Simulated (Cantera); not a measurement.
What does this Cantera script print?

```python
import numpy as np
import cantera as ct

gas_names = """
    B BCL BCL2 BCL3 BH BH2 BH3 BO BOCL BO2 B2 B2O B2O2 B2O3 B3O3CL3 B3O3H3 CL CLO CL2 H HBO HBO2 HCL
    HOCL HO2 H2 H2O H2O2 H3B3O6 O OH O2 O3
""".split()
cond_names = """
    B(b) B(L) B2O3(L) B3O3H3(cr) H2O(s) H2O(L)
""".split()


# ... load() reads the species with a 1 bar reference pressure and builds the phases ...
atoms = {
    'B2O3': {'B': 2, 'O': 3},
    'HCl': {'H': 1, 'CL': 1},
    'O2': {'O': 2},
}
top_T = {}  # K; cautious upper limits of use, not melting points


# ... equilibrate(T, P, feed) seeds the gas with the atoms and calls Mixture.equilibrate('TP', solver="vcs", rtol=1e-11, max_steps=5000) ...
results = []
feed = {'B2O3': 1, 'HCl': 31, 'O2': 0.66}  # mol
P = 3200  # Pa
for T in [975, 1075, 1175, 1275, 1375, 1475, 1575, 1675, 1775]:
    mix = equilibrate(T, P, feed)
    results.append((T, P, feed, dict(zip(mix.species_names, mix.species_moles))))
    x = sorted(zip(gas.X, gas.species_names), reverse=True)
    print(f"T = {T:g} K  P = {P:g} Pa  gas = {mix.phase_moles(0):.4g} mol")
    print("   x: " + "  ".join(f"{s} {v:.3e}" for v, s in x if v > 0.0001))
    print("   condensed (mol): " + ("  ".join(f"{mix.phase(i).name} {mix.phase_moles(i):.4g}"
          for i in range(1, mix.n_phases) if mix.phase_moles(i) > 1e-12) or "none"))
```

Result:

```
T = 975 K  P = 3200 Pa  gas = 31.03 mol
   x: HCL 9.170e-01  H2O 4.096e-02  CL2 4.089e-02  O2 7.515e-04  CL 2.993e-04
   condensed (mol): B2O3(L) 0.9975
T = 1075 K  P = 3200 Pa  gas = 31.09 mol
   x: HCL 9.208e-01  H2O 3.814e-02  CL2 3.764e-02  O2 2.110e-03  CL 1.197e-03  HBO2 1.227e-04
   condensed (mol): B2O3(L) 0.9969
T = 1175 K  P = 3200 Pa  gas = 31.19 mol
   x: HCL 9.249e-01  H2O 3.421e-02  CL2 3.270e-02  O2 3.895e-03  CL 3.660e-03  HBO2 5.974e-04
   condensed (mol): B2O3(L) 0.99
T = 1275 K  P = 3200 Pa  gas = 31.34 mol
   x: HCL 9.262e-01  H2O 3.031e-02  CL2 2.689e-02  CL 9.059e-03  O2 5.343e-03  HBO2 2.204e-03
   condensed (mol): B2O3(L) 0.9647
T = 1375 K  P = 3200 Pa  gas = 31.59 mol
   x: HCL 9.210e-01  H2O 2.689e-02  CL2 2.075e-02  CL 1.881e-02  HBO2 6.596e-03  O2 5.807e-03
   condensed (mol): B2O3(L) 0.8929
T = 1475 K  P = 3200 Pa  gas = 31.98 mol
   x: HCL 9.060e-01  CL 3.346e-02  H2O 2.343e-02  HBO2 1.656e-02  CL2 1.478e-02  O2 4.862e-03  BOCL 4.099e-04  B2O3 4.028e-04
   condensed (mol): B2O3(L) 0.715
T = 1575 K  P = 3200 Pa  gas = 32.62 mol
   x: HCL 8.784e-01  CL 5.134e-02  HBO2 3.474e-02  H2O 1.861e-02  CL2 9.440e-03  B2O3 2.911e-03  O2 2.633e-03  BOCL 1.739e-03  BO2 1.140e-04
   condensed (mol): B2O3(L) 0.3078
T = 1675 K  P = 3200 Pa  gas = 33.12 mol
   x: HCL 8.573e-01  CL 6.526e-02  HBO2 4.385e-02  H2O 1.727e-02  B2O3 6.326e-03  CL2 4.823e-03  BOCL 3.602e-03  O2 1.129e-03  BO2 2.525e-04
   condensed (mol): none
T = 1775 K  P = 3200 Pa  gas = 33.24 mol
   x: HCL 8.507e-01  CL 7.304e-02  HBO2 4.236e-02  H2O 1.950e-02  B2O3 6.450e-03  BOCL 4.538e-03  CL2 2.171e-03  O2 4.892e-04  BO2 3.584e-04  H2 2.097e-04  OH 1.357e-04
   condensed (mol): none
```

Method: chemical equilibrium by Gibbs-energy minimisation in Cantera with the NASA 1993 tables (ideal gas, pure condensed phases). The tables' values for BOCl are old estimates; treat these amounts as uncertain. Gases not in the tables: H3BO3.
